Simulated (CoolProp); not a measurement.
Vapour-liquid equilibrium of diethyl ether (1) + benzene (2) at 371.6 K; x and y are mole fractions of (1).

The numbers come from the multi-fluid Helmholtz-energy mixture model, Thol 2014 and Thol 2012; pair parameters Bell 2016 in CoolProp.

Task: Give the bubble pressure and the first vapour's composition at x = 0.05, 0.65, 0.8. Is there an azeotrope?

Result: x = 0.05: 194.5 kPa, y = 0.150; x = 0.65: 461.2 kPa, y = 0.852; x = 0.8: 532.2 kPa, y = 0.924. No azeotrope shows between x = 0.05 and 0.95.

Pair parameters are fitted to limited data, so mixtures are less certain than the pure fluids.
